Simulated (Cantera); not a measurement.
Feed: 1 mol SiH4, 0.023 mol Cl2, 180 mol H2, equilibrated at 0.120 bar.

Method: chemical equilibrium by Gibbs-energy minimisation in Cantera with the NASA 1993 tables (ideal gas, pure condensed phases). Candidate condensed phases: Si; 19 gas species. Gases not in the tables: Si2H6 and higher silanes. The numbers say what is thermodynamically allowed, not how fast it happens.

x: gas mole fraction; n: condensed amount in mol.

```csv
T (K),x H2,x H,x HCl,x SiH2,x Si,x SiH,x SiCl2,n Si(s),n Si(l)
1100,1.000,7.46e-8,0.000252,1.32e-9,<1e-12,2.06e-12,1.30e-7,1.000,0
1150,1.000,2.15e-7,0.000252,4.15e-9,(withheld),1.20e-11,1.40e-7,1.000,0
1200,1.000,5.70e-7,0.000252,1.19e-8,(withheld),6.01e-11,1.50e-7,1.000,0
1250,1.000,1.40e-6,0.000252,3.13e-8,(withheld),2.64e-10,1.60e-7,1.000,0
1300,1.000,3.19e-6,0.000252,7.64e-8,(withheld),1.04e-9,1.70e-7,1.000,0
1350,1.000,6.88e-6,0.000252,1.75e-7,(withheld),3.67e-9,1.79e-7,1.000,0
1400,1.000,1.40e-5,0.000252,3.77e-7,(withheld),1.19e-8,1.88e-7,1.000,0
1450,1.000,2.73e-5,0.000252,7.69e-7,(withheld),3.53e-8,1.96e-7,1.000,0
1500,1.000,5.08e-5,0.000252,1.50e-6,(withheld),9.75e-8,2.04e-7,1.000,0
1550,1.000,9.09e-5,0.000252,2.79e-6,(withheld),2.52e-7,2.12e-7,0.999,0
1600,1.000,0.000157,0.000252,5.00e-6,(withheld),6.13e-7,2.19e-7,0.999,0
1650,0.999,0.000262,0.000252,8.65e-6,(withheld),1.41e-6,2.26e-7,0.998,0
1700,0.999,0.000425,0.000252,1.42e-5,(withheld),3.03e-6,2.28e-7,0,0.996
1750,0.999,0.000671,0.000252,2.08e-5,(withheld),5.73e-6,2.11e-7,0,0.993
```

Question: Complete the blanks.

Answer: 
- 1150, x Si: 1.65e-12
- 1200, x Si: 1.16e-11
- 1250, x Si: 6.92e-11
- 1300, x Si: 3.61e-10
- 1350, x Si: 1.66e-9
- 1400, x Si: 6.86e-9
- 1450, x Si: 2.56e-8
- 1500, x Si: 8.77e-8
- 1550, x Si: 2.77e-7
- 1600, x Si: 8.13e-7
- 1650, x Si: 2.23e-6
- 1700, x Si: 5.65e-6
- 1750, x Si: 1.25e-5
